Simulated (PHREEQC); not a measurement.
PHREEQC input (ion-association model, wateq4f.dat):

```
SOLUTION_MASTER_SPECIES
  An  An-  0  An  62.0  # stands for a non-complexing anion
SOLUTION_SPECIES
  An- = An-
    -log_k 0
    -gamma 3.0 0
PHASES
  Fix_H+
    H+ = H+
    -log_k 0
SOLUTION 1
  temp 25
  units mmol/kgw
  pH 7 charge
  Cl 0.118
  Mg 0.059
  S(6) 2.1
  Na 14.2
  An 10
END
SELECTED_OUTPUT 1
  -reset false
  -pH true
  -pe true
  -ionic_strength true
  -water true
  -totals Cl Mg Na S S(-2) S(6)
  -molalities Hfo_wOH Hfo_wOH2+ Hfo_wO- Hfo_sOH Hfo_sOH2+ Hfo_sO- Hfo_wOMg+ Hfo_wSO4- Hfo_wOHSO4-2
  -saturation_indices Brucite Halite Mirabilite Epsomite
USER_PUNCH 1
  -headings sigma psi
  10 PUNCH EDL("sigma", "Hfo"), EDL("psi", "Hfo")
PRINT
  -reset false
USE solution 1
SURFACE 1
  Hfo_wOH 0.000966292 600 0.43
  Hfo_sOH 2.41573e-05
EQUILIBRIUM_PHASES 1
  Fix_H+ -4 HAn 10
    -force_equality true
  O2(g) -0.68 10
END
# ... the last block is repeated for the other 12 points of pH, with NaOH or the acid as the point needs
```

Selected output (columns that matter, 13 of 13 rows; pH added in front):

```
pH	mu	Mg	Na	S	m_Hfo_wOH	m_Hfo_wOH2+	m_Hfo_wO-	m_Hfo_sOH	si_Brucite	si_Halite	si_Mirabilite	si_Epsomite	sigma	psi
4	0.016002	5.9e-05	0.0142	0.0016496	4.4903e-06	0.00051145	9.0313e-10	2.1024e-07	-13.333	-7.4701	-5.7158	-5.3737	0.028909	0.072967
4.5	0.015942	5.9e-05	0.0142	0.0016608	1.3726e-05	0.00051339	8.407e-09	6.2903e-07	-12.333	-7.47	-5.7105	-5.3689	0.028247	0.071998
5	0.015943	5.8999e-05	0.0142	0.001689	3.983e-05	0.00051535	7.0519e-08	1.7328e-06	-11.334	-7.47	-5.7027	-5.362	0.026845	0.069692
5.5	0.015982	5.8998e-05	0.0142	0.0017433	0.00010355	0.00050553	4.8587e-07	4.1036e-06	-10.336	-7.4702	-5.6892	-5.3502	0.024267	0.065154
6	0.016046	5.8981e-05	0.0142	0.0018217	0.00022692	0.00045846	2.573e-06	7.9682e-06	-9.3389	-7.4705	-5.6707	-5.3342	0.020692	0.058243
6.5	0.016121	5.8853e-05	0.0142	0.001911	0.00040383	0.00036302	1.0291e-05	1.2553e-05	-8.343	-7.4708	-5.6507	-5.3178	0.016662	0.049471
7	0.016189	5.8015e-05	0.0142	0.0019951	0.00058087	0.00024847	3.1108e-05	1.6308e-05	-7.3521	-7.4711	-5.6327	-5.3086	0.012439	0.038972
7.5	0.016229	5.3242e-05	0.0142	0.002059	0.00069164	0.00015901	6.8921e-05	1.817e-05	-6.3916	-7.4713	-5.6193	-5.3344	0.0076752	0.025346
8	0.016229	3.4089e-05	0.014226	0.0020903	0.0007152	0.00010773	0.00010878	1.8544e-05	-5.5863	-7.4705	-5.6106	-5.522	0.0019343	0.0066313
8.5	0.016253	9.1607e-06	0.014313	0.0020984	0.00069627	8.032e-05	0.00013827	1.8385e-05	-5.1576	-7.468	-5.6032	-6.0911	-0.0047614	-0.016093
9	0.016273	1.2672e-06	0.014363	0.0020998	0.00068256	6.7379e-05	0.0001584	1.8153e-05	-5.0175	-7.4665	-5.5999	-6.9506	-0.013511	-0.041668
9.5	0.016313	1.5417e-07	0.014423	0.0021	0.00066962	5.6732e-05	0.00018106	1.7827e-05	-4.9345	-7.4648	-5.5966	-7.8678	-0.025751	-0.067319
10	0.016414	1.994e-08	0.014548	0.0021	0.0006475	4.4637e-05	0.00021517	1.724e-05	-4.8294	-7.4614	-5.5901	-8.7634	-0.043422	-0.091601
```
